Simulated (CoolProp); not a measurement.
Properties of C2F6 (R116) along the isobar 101 kPa.

Model: reference Helmholtz-energy equation of state, Lemmon 2006, in CoolProp. It is a short technical equation, of lower accuracy than the large ones.

| T (K) | phase | density (kg/m³) | cp (kJ/(kg K)) | isothermal compressibility (1/MPa) |
|---|---|---|---|---|
| 197.7 | gas | 8.860 | 0.6175 | 10.37 |
| 212.9 | gas | 8.143 | 0.6400 | 10.25 |
| 228.2 | gas | 7.542 | 0.6642 | 10.17 |
| 243.4 | gas | 7.034 | 0.6888 | 10.12 |
| 258.7 | gas | 6.592 | 0.7136 | 10.07 |
| 273.9 | gas | 6.208 | 0.7380 | 10.04 |
| 289.1 | gas | 5.867 | 0.7618 | 10.02 |
| 304.4 | gas | 5.562 | 0.7852 | 9.999 |
| 319.6 | gas | 5.289 | 0.8076 | 9.983 |
| 334.9 | gas | 5.041 | 0.8294 | 9.971 |
